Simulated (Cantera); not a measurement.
A closed system holds: 1 mol C, 0.35 mol H2, at 1550 K and 133 Pa.

These are equilibrium values from Cantera (NASA tables, ideal gas, pure condensed phases), not measurements of a reactor. Candidate condensed phases: C, C6H6, C7H8, C8H18; 76 gas species. Rates play no part.

Base state: H2 0.999, H 0.000862, C2H2 (acetylene) 1.60e-5 (mole fractions); condensed: C(graphite).

### Question
What changes in the equilibrium state with this change: temperature from 1550 K to 2875 K?

### Answer
| species | before | after |
|---|---|---|
| H | 0.000862 | 0.833 |
| H2 | 0.999 | 0.0826 |
| C3 | <1e-9 | 0.0581 |
| C | <1e-9 | 0.0110 |
| C2 | <1e-9 | 0.00576 |
| C2H | <1e-9 | 0.00505 |
| C5 | <1e-9 | 0.000717 |
| C(graphite), mol | 1.000 | 0.849 |
